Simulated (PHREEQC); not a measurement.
## Brine (model solution)

A solution holds 3.1 mol NaBr, 0.88 mol CaCl2 and 2.4e-05 mol H4SiO4 per kg of water, at 25 °C. Closed to the air; pH follows from the charge balance.

Model: Pitzer model, pitzer.dat, run in PHREEQC.

Each row changes one thing in this solution. No solid was allowed to form.

```
case                                         pH  H3SiO4- (mol/kgw)  SI of SiO2(a) (SiO2)
-----------------------------------------  ----  -----------------  --------------------
as made                                    6.06            5.71e-8                 -1.43
diluted 10-fold with water                  [?]            5.82e-9                   [?]
NaBr replaced by KBr at the same molality   [?]            6.05e-8                 -1.57
CaCl2 from 0.88 to 0.968 mol/kgw           6.02            5.70e-8                 -1.40
CaCl2 left out                             6.49            5.53e-8                 -1.70
temperature from 25 to 20 °C               6.12            5.49e-8                 -1.38
```

Question: Fill in the missing entries.

Answer: 
- diluted 10-fold with water, pH: 6.87
- diluted 10-fold with water, SI of SiO2(a) (SiO2): -2.91
- NaBr replaced by KBr at the same molality, pH: 6.31

In brines, pH and single-ion activities rest on the MacInnes convention.
